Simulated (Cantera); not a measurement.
An isothermal plug-flow reactor at 750 K and 760 Torr (inlet), inlet velocity 0.11 m/s, active area per volume 77 1/m; feed CO : O2 : N2 = 0.0022 : 0.041 : 0.79 (molar parts).

Model: Deutschmann's 1995 Pt surface mechanism with GRI-Mech 3.0 gas chemistry, integrated in Cantera. Catalytic surfaces can have several steady states; this one follows from the mechanism file's or the stated starting coverage. Mass transfer to the wall is taken as infinitely fast.

Task: Predict: x(CO) at z = 0.028 m; x(O2) at z = 0.028 m; x(CO2) at z = 0.028 m; θ(free Pt) at the exit; θ(O*) at the exit.

Result: 
| Property | Value |
|---|---|
| x(CO) at z = 0.028 m | 2.45e-5 |
| x(O2) at z = 0.028 m | 0.0480 |
| x(CO2) at z = 0.028 m | 0.00262 |
| θ(free Pt) at the exit | 0.0251 |
| θ(O*) at the exit | 0.975 |
